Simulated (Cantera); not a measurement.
# Transport properties of process gases

Gas mixture: N2O : O2 = 0.59 : 0.85 (molar parts), at 0.0750 Torr, frozen composition.

Cantera's kinetic-theory transport with the Lennard-Jones parameters of GRI-Mech 3.0, ideal gas; thermal conductivity in the multicomponent form.

```tsv
T (K)	ρ (kg/m³)	cp (J/kg/K)	μ (µPa s)	λ (mW/m/K)	Pr	D (cm²/s) CH4	D (cm²/s) H	D (cm²/s) C2H2
400	0.000111	955.5	22.6	29.8	0.724	3400	19300	2500
500	8.88e-5	1006	26.9	37.3	0.726	5050	28700	3740
600	7.40e-5	1051	30.8	44.5	0.727	6940	39400	5160
700	6.34e-5	1089	34.5	51.6	0.728	9050	51400	6750
800	5.55e-5	1122	37.9	58.3	0.728	11400	64600	8500
900	4.93e-5	1148	41.1	64.8	0.728	13900	78800	10400
1000	4.44e-5	1171	44.2	71.0	0.728	16600	94200	12400
```
D: mixture-averaged diffusion coefficient of that species in the mixture.
